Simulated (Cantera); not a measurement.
Input: 1 mol Si, 1.5 mol HCl, 5.5 mol H₂, at 948 K and 18.0 bar.

Method: chemical equilibrium by Gibbs-energy minimisation in Cantera with the NASA 1993 tables (ideal gas, pure condensed phases). The tables' values for SiCl₃ are old estimates; treat these amounts as uncertain. Rates play no part.

```
species       before     after
----------  --------  --------
H₂             0.927     0.931
SiCl₄         0.0235    0.0404
SiHCl₃        0.0396    0.0175
HCl          0.00247   0.00967
SiH₃Cl      0.000290   8.43e-6
SiCl₂        1.00e-5  0.000153
SiH₂Cl₂      0.00678  0.000769
SiCl₃        8.33e-5  0.000427
Si(s), mol     0.540     0.608
```
Gas species are given as mole fractions.

### Question
What was changed between the two runs?
(A) HCl from 1.5 to 3.4 mol
(B) temperature from 948 K to 1773 K
(C) pressure from 18.0 bar to 0.133 bar
(D) HCl from 1.5 to 2.5 mol

### Answer
C, pressure from 18.0 bar to 0.133 bar
